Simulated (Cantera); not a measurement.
# Reactions in the system C-H

Cantera with NASA thermochemical tables; ideal gases at 1 bar, condensed phases pure. Values are per mole of reaction as written; species without (g) are pure solids or liquids, kept so even where they would boil at 1 bar.

6 CH₄(g) ⇌ C₆H₆(g) + 9 H₂(g)

```json
[
 {"T (K)": "300", "ΔH° (kJ)": "530.7", "ΔS° (J/K)": "327.9", "ΔG° (kJ)": "432.4", "log10 K": "-75.28"},
 {"T (K)": "1548", "ΔH° (kJ)": "604.3", "ΔS° (J/K)": "460.4", "ΔG° (kJ)": "-108.4", "log10 K": "3.66"},
 {"T (K)": "1648", "ΔH° (kJ)": "602.8", "ΔS° (J/K)": "459.5", "ΔG° (kJ)": "-154.4", "log10 K": "4.89"},
 {"T (K)": "1748", "ΔH° (kJ)": "600.7", "ΔS° (J/K)": "458.2", "ΔG° (kJ)": "-200.3", "log10 K": "5.99"},
 {"T (K)": "1848", "ΔH° (kJ)": "597.9", "ΔS° (J/K)": "456.7", "ΔG° (kJ)": "-246.1", "log10 K": "6.96"},
 {"T (K)": "1948", "ΔH° (kJ)": "594.6", "ΔS° (J/K)": "454.9", "ΔG° (kJ)": "-291.7", "log10 K": "7.82"}
]
```

3 C₂H₂(g) ⇌ 2 CH₃(g) + 4 C

```
T (K)  ΔH° (kJ)  ΔS° (J/K)  ΔG° (kJ)  log10 K
-----  --------  ---------  --------  -------
300      -390.8     -191.9    -333.3    58.02
1548     -396.3     -205.6     -77.9     2.63
1648     -395.9     -205.4     -57.4     1.82
1748     -395.5     -205.1     -36.9     1.10
1848     -395.0     -204.9     -16.4     0.46
1948     -394.6     -204.7       4.1    -0.11
```

C₆H₆(g) ⇌ 3 C₂H₂(g)

| T (K) | ΔH° (kJ) | ΔS° (J/K) | ΔG° (kJ) | log10 K |
|---|---|---|---|---|
| 300 | 601.8 | 333.9 | 501.6 | -87.34 |
| 1548 | 606.1 | 354.3 | 57.6 | -1.94 |
| 1648 | 604.7 | 353.4 | 22.2 | -0.70 |
| 1748 | 603.3 | 352.6 | -13.1 | 0.39 |
| 1848 | 601.8 | 351.8 | -48.3 | 1.36 |
| 1948 | 600.4 | 351.0 | -83.4 | 2.24 |

C₂H₄(g) ⇌ H₂(g) + C₂H₂(g)

```json
[
 {"T (K)": "300", "ΔH° (kJ)": "175.8", "ΔS° (J/K)": "112.5", "ΔG° (kJ)": "142.0", "log10 K": "-24.73"},
 {"T (K)": "1548", "ΔH° (kJ)": "187.2", "ΔS° (J/K)": "135.3", "ΔG° (kJ)": "-22.2", "log10 K": "0.75"},
 {"T (K)": "1648", "ΔH° (kJ)": "187.0", "ΔS° (J/K)": "135.1", "ΔG° (kJ)": "-35.7", "log10 K": "1.13"},
 {"T (K)": "1748", "ΔH° (kJ)": "186.8", "ΔS° (J/K)": "135.0", "ΔG° (kJ)": "-49.2", "log10 K": "1.47"},
 {"T (K)": "1848", "ΔH° (kJ)": "186.5", "ΔS° (J/K)": "134.8", "ΔG° (kJ)": "-62.7", "log10 K": "1.77"},
 {"T (K)": "1948", "ΔH° (kJ)": "186.2", "ΔS° (J/K)": "134.7", "ΔG° (kJ)": "-76.1", "log10 K": "2.04"}
]
```
